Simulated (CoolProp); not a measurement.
Vapour-liquid equilibrium of propane (1) + isobutene (2) at 298.4 K; x and y are mole fractions of (1).

Values from CoolProp's multi-fluid Helmholtz-energy mixture model, Lemmon 2009 and Lemmon 2005; pair parameters Bell 2016.

```
x     bubble pressure, mixture model (MPa)  bubble pressure, Raoult's law (MPa)  y, mixture model  y, Raoult's law
----  ------------------------------------  -----------------------------------  ----------------  ---------------
0.05                                0.3497                               0.3398             0.153            0.141
0.15                                0.4243                               0.4049             0.356            0.355
0.25                                0.4898                               0.4700             0.490            0.510
0.35                                0.5506                               0.5351             0.592            0.627
0.45                                0.6095                               0.6002             0.677            0.718
0.55                                0.6684                               0.6653             0.750            0.792
0.65                                0.7287                               0.7303             0.816            0.853
0.75                                   [?]                               0.7954               [?]            0.903
0.85                                0.8561                               0.8605               [?]            0.946
0.95                                0.9236                               0.9256             0.978            0.983
```

What belongs in the gaps?


- 0.75, bubble pressure, mixture model (MPa): 0.7911
- 0.75, y, mixture model: 0.875
- 0.85, y, mixture model: 0.929

The largest gap from Raoult's law is +4.8 % in bubble pressure, at x = 0.15. No azeotrope shows between x = 0.05 and 0.95.

The pair parameters rest on a limited set of measurements; away from them the model extrapolates. The gap from Raoult's law changes sign with composition, which may be real or a fault of the pair parameters; it wasn't checked against measurements.
